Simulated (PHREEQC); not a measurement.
Dissolve 35 mmol/kgw HF and 9.8 mmol/kgw H3PO4 at 25 °C. Closed to the air; pH follows from the charge balance.

Model: ion-association model, phreeqc.dat, run in PHREEQC.

Precipitation was switched off in this run.

Question: Order these F species by the share of F that they hold, largest first: HF2-, HF, F-.

Answer: HF (89 %), F- (8.7 %), HF2- (2.1 %)

The pH is 2.12 and the ionic strength 0.00825 mol/kgw. Complexes and solids missing from the database can't appear.
